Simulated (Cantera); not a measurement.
A Cantera script and what it prints.

```python
import numpy as np
import cantera as ct

gas_names = """
    AL ALCL ALCL2 ALCL3 ALH ALN AL2 AL2CL6 CL CL2 H HCL H2 N NH NH2 NH3 N2 N2H2 N2H4
""".split()
cond_names = """
    AL(cr) AL(L) ALCL3(s) ALCL3(L) ALN(s) NH4CL(a) NH4CL(b)
""".split()


def load(file, names, dense=False):
    # The tables refer to 1 bar. Condensed volumes are neglected.
    table = {s.name: s for s in ct.Species.list_from_file(file)}
    out = []
    for n in names:
        d = dict(table[n].input_data)
        d["thermo"] = dict(d["thermo"], **{"reference-pressure": 1e5})
        if dense:
            d["equation-of-state"] = {"model": "constant-volume", "density": "1e6 g/cm^3"}
        out.append(ct.Species.from_dict(d))
    return out


gas = ct.Solution(thermo="ideal-gas", species=load("nasa_gas.yaml", gas_names))
cond = {s.name: ct.Solution(thermo="fixed-stoichiometry", species=[s], name=s.name)
        for s in load("nasa_condensed.yaml", cond_names, dense=True)}
atoms = {
    'Al': {'AL': 1},
    'HCl': {'H': 1, 'CL': 1},
    'N2': {'N': 2},
}
top_T = {'ALN(s)': 2750}  # K; cautious upper limits of use, not melting points


def equilibrate(T, P, feed):
    n = {}
    for name, mol in feed.items():
        for a, k in atoms[name].items():
            n[a] = n.get(a, 0.0) + k * mol
    gas.TPX = T, P, n
    mass = sum(n.values()) * gas.mean_molecular_weight
    gas.equilibrate("TP")
    valid = [c for c in cond.values() if c.min_temp <= T <= top_T.get(c.name, c.max_temp)]
    mix = ct.Mixture([(gas, mass / gas.mean_molecular_weight)] + [(c, 0.0) for c in valid])
    mix.T, mix.P = T, P
    mix.equilibrate("TP", solver="vcs", rtol=1e-11, max_steps=5000)
    return mix


results = []
feed = {'Al': 1, 'HCl': 3.1, 'N2': 1.3}  # mol
P = 100000  # Pa
for T in [800, 875, 950, 1025, 1100, 1175, 1250, 1325, 1400, 1475]:
    mix = equilibrate(T, P, feed)
    results.append((T, P, feed, dict(zip(mix.species_names, mix.species_moles))))

top = {s: max(r[3][s] / sum(r[3][g] for g in gas_names) for r in results) for s in gas_names}
cols = sorted((s for s in top if top[s] > 0.0001), key=lambda s: -top[s])[:7]
seen = [c for c in cond_names if any(r[3].get(c, 0) > 1e-12 for r in results)]
print("log10 of partial pressures in bar; condensed amounts in mol")
print(f"{'T/K':>10s}" + "".join(f"{s[:9]:>10s}" for s in cols + seen))
for T, P, feed, n in results:
    ng = sum(n[g] for g in gas_names)
    print(f"{T:10.4g}" + "".join(f"{np.log10(max(n[s] / ng * P / 1e5, 1e-99)):10.3f}" for s in cols)
          + "".join(f"{n.get(c, 0):10.4g}" for c in seen))
```

Result:

```
log10 of partial pressures in bar; condensed amounts in mol
       T/K        H2        N2     ALCL3       HCL    AL2CL6     ALCL2       NH3    ALN(s)
       800    -0.452    -0.476    -0.895    -0.883    -1.266    -9.175    -3.441    0.1282
       875    -0.469    -0.491    -0.746    -0.871    -1.628    -7.885    -3.776    0.1377
       950    -0.476    -0.497    -0.687    -0.877    -2.059    -6.846    -4.046    0.1376
      1025    -0.476    -0.499    -0.665    -0.890    -2.479    -5.982    -4.268    0.1337
      1100    -0.474    -0.499    -0.656    -0.903    -2.857    -5.244    -4.459    0.1291
      1175    -0.473    -0.498    -0.651    -0.914    -3.189    -4.604    -4.625    0.1248
      1250    -0.471    -0.498    -0.648    -0.925    -3.481    -4.044    -4.771     0.121
      1325    -0.469    -0.497    -0.647    -0.935    -3.738    -3.548    -4.902    0.1174
      1400    -0.468    -0.497    -0.646    -0.943    -3.967    -3.108    -5.018    0.1138
      1475    -0.467    -0.496    -0.646    -0.951    -4.172    -2.715    -5.124    0.1094
```

Cantera equilibrium calculation (NASA polynomials, part measured and part estimated; ideal gas, pure solids and liquids). The tables' values for AlCl2 are old estimates; treat these amounts as uncertain.
